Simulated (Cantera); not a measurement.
What does this Cantera script print?

```python
import numpy as np
import cantera as ct

gas = ct.Solution("gri30.yaml")


def delay(T, t_max=10):
    gas.TPX = T, 500000, {'CH4': 1, 'O2': 3.17, 'N2': 11.9}
    reactor = ct.IdealGasReactor(gas, clone=False)
    net = ct.ReactorNet([reactor])
    net.rtol, net.atol = 1e-8, 1e-16
    while net.time < t_max:
        t_old, T_old = net.time, reactor.T
        net.step()
        if reactor.T > T + 400:  # ignition: a rise of 400 K
            return t_old + (T + 400 - T_old) / (reactor.T - T_old) * (net.time - t_old)
    return np.nan


taus = []
for T in [1200, 1275, 1350, 1425, 1500, 1575, 1650, 1725]:
    taus.append(delay(T))
    print(f"T0 = {T:6g} K   tau = {taus[-1]:.4e} s")
```

Result:

```
T0 =   1200 K   tau = 7.6583e-03 s
T0 =   1275 K   tau = 2.9940e-03 s
T0 =   1350 K   tau = 1.2526e-03 s
T0 =   1425 K   tau = 5.5866e-04 s
T0 =   1500 K   tau = 2.6523e-04 s
T0 =   1575 K   tau = 1.3411e-04 s
T0 =   1650 K   tau = 7.2230e-05 s
T0 =   1725 K   tau = 4.1339e-05 s
```

Computed with Cantera and GRI-Mech 3.0 (53 species, 325 reactions).
